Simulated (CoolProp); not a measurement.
Carbonyl sulfide at 331.7 K and 4.36 MPa is throttled through a valve to 2.36 MPa with no heat exchange. Each further row changes one setting.

Values from CoolProp's reference Helmholtz-energy equation of state, Lemmon 2006. It is a short technical equation, of lower accuracy than the large ones.

| case | temperature change (K) | final phase | final density (kg/m³) |
|---|---|---|---|
| as stated | -6.7 | two-phase, vapour fraction 0.045 | (withheld) |
| outlet pressure 0.708 MPa | -55.7 | two-phase, vapour fraction 0.290 | (withheld) |
| outlet pressure 3.07 MPa | (withheld) | liquid | 884 |

Q: Fill in the missing entries.

A: 
- as stated, final density (kg/m³): 590
- outlet pressure 0.708 MPa, final density (kg/m³): 68.5
- outlet pressure 3.07 MPa, temperature change (K): -0.5
